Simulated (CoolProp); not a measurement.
Properties of toluene along the isobar 59.1 bar.

The numbers come from the reference Helmholtz-energy equation of state, Lemmon 2006 in CoolProp. It is a short technical equation, of lower accuracy than the large ones.

```tsv
T (°C)	phase	cp (kJ/(kg K))	isothermal compressibility (1/MPa)	conductivity (mW/(m K))	Prandtl number
178.05	liquid	2.239	0.003053	95.3	3.98
192.05	liquid	2.294	0.003560	92.7	3.86
206.15	liquid	2.352	0.004206	90.3	3.74
220.25	liquid	2.412	0.005044	88.1	3.62
234.25	liquid	2.475	0.006150	86.1	3.49
248.35	liquid	2.544	0.007679	84.2	3.36
262.45	liquid	2.622	0.009869	82.6	3.22
276.55	liquid	2.712	0.01318	81.1	3.07
290.55	liquid	2.822	0.01851	79.9	2.90
304.65	liquid	2.972	0.02818	78.7	2.73
318.75	supercritical	3.206	0.04879	77.7	2.55
332.75	supercritical	3.679	0.1073	76.9	2.40
346.85	supercritical	4.985	0.3589	76.7	2.31
```

Viscosity comes from a separate model (Avgeri 2015). Thermal conductivity comes from a separate model (Assael 2012).
